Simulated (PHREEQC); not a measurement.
A PHREEQC speciation (ion-association model, phreeqc.dat) at 36 °C gives pH 5.20 and these molalities:

```
species  mol/kgw
-------  -------
NO3-       0.424
Cd+2       0.194
CdNO3+    0.0357
```

Problem. What are the element totals, and what could have been dissolved in 1 kg of water to give them?

Solution. One answer among several that fit: totals Cd 0.230, N(5) 0.460 mol/kgw, from 0.23 mol Cd(NO3)2 per kg of water.

This is a speciation only: nothing precipitates in the calculation. Species that the database lacks are ignored. At this temperature some constants are extrapolated from 25 °C, and those without enthalpy data are left unchanged.
